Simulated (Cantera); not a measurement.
Feed: 1 mol Cu2O, 2 mol CO, 6.1 mol H2, equilibrated at 75.0 Torr.

Method: chemical equilibrium by Gibbs-energy minimisation in Cantera with the NASA 1993 tables (ideal gas, pure condensed phases). Candidate condensed phases: C, C6H6, C7H8, C8H18, Cu, CuO, Cu(OH)2, Cu2O, H2O; 113 gas species. The numbers say what is thermodynamically allowed, not how fast it happens. All values below are at 1925 K.

Base state: H2 0.624, CO 0.232, H2O 0.111, Cu 0.0208, CO2 0.00959, H 0.00239, Cu2 6.60e-5, OH 3.67e-5 (mole fractions); condensed: Cu(l).

Q: What changes in the equilibrium state with this change: pressure from 75.0 Torr to 128 Torr?

A: 
```tsv
species	before	after
H2	0.624	0.630
CO	0.232	0.234
H2O	0.111	0.112
Cu	0.0208	0.0123
Cu2	6.60e-5	3.88e-5
OH	3.67e-5	2.83e-5
H	0.00239	0.00184
Cu(l), mol	1.83	1.90
```
